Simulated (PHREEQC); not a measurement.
Solution (82 °C): 28 mmol/kgw Pb(NO3)2, 1.9 mmol/kgw CaCl2, 1.6 mmol/kgw H2SO4 and 2.1 mmol/kgw Na2SO4. Closed to the air; pH follows from the charge balance.

Computed with PHREEQC (ion-association model, phreeqc.dat).

```yaml
pH: 2.66
ionic_strength: 0.0786 mol/kgw
density: 0.979 g/cm³
total_alkalinity: -3.20 meq/kg
```

```tsv
species	molality	activity	log γ
NO3-	0.0510	0.0382	-0.125
Pb+2	0.0194	0.00690	-0.448
PbNO3+	0.00505	0.00390	-0.112
Na+	0.00419	0.00325	-0.110
H+	0.00265	0.00217	-0.087
Cl-	0.00201	0.00153	-0.118
Ca+2	0.00182	0.000685	-0.423
PbCl+	0.00179	0.00138	-0.112
PbSO4	0.00176	0.00179	0.008
SO4-2	0.00127	0.000462	-0.440
HSO4-	0.000547	0.000423	-0.112
CaSO4	7.91e-5	8.06e-5	0.008
NaSO4-	1.30e-5	1.02e-5	-0.106
```

Precipitation was switched off in this run. Saturation is exceeded, for instance for Anglesite; the values hold only as long as no solid forms. At this temperature some constants are extrapolated from 25 °C, and those without enthalpy data are left unchanged.
